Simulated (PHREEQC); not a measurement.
A solution holds 0.00097 mol CuSO4 per kg of water, at 40 °C. Closed to the air; pH follows from the charge balance.

All values are PHREEQC results (ion-association model, wateq4f.dat), not measurements.

This is a speciation only: nothing precipitates in the calculation.

Task: Estimate the pH.

Result: pH 5.20.

Task: In which forms is Cu present?

Result: Cu+2 89 %, CuSO4 10 %, Cu2(OH)2+2 0.6 % of the Cu.

Examples of supersaturated solids here: Tenorite (slow to form). Others may be too. Away from 25 °C the constants follow the database's enthalpies or fits; those with neither stay at their 25 °C values.
